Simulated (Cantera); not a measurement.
A closed system holds: 1 mol SiH₄, 6.6 mol NH₃, 6.7 mol H₂, held at 0.133 bar.

These are equilibrium values from Cantera (NASA tables, ideal gas, pure condensed phases), not measurements of a reactor. Candidate condensed phases: Si, Si₃N₄; 18 gas species. Mutual solubility and eutectic melting of coexisting phases are not modelled. Gases not in the tables: Si₂H₆ and higher silanes. The numbers say what is thermodynamically allowed, not how fast it happens.

Q: What share of the Si ends up in condensed phases as a function of T (K), at 1648, 1698, 1748, 1798, 1848, 1898, 1948, 1998, 2048, 2098, 2148?

A: 
```tsv
T (K)	Si condensed (%)	as
1648	100.0	Si₃N₄(s)
1698	100.0	Si₃N₄(s)
1748	100.0	Si₃N₄(s)
1798	99.9	Si₃N₄(s)
1848	99.8	Si(l) + Si₃N₄(s)
1898	99.6	Si(l)
1948	99.3	Si(l)
1998	98.8	Si(l)
2048	98.1	Si(l)
2098	96.8	Si(l)
2148	94.9	Si(l)
```
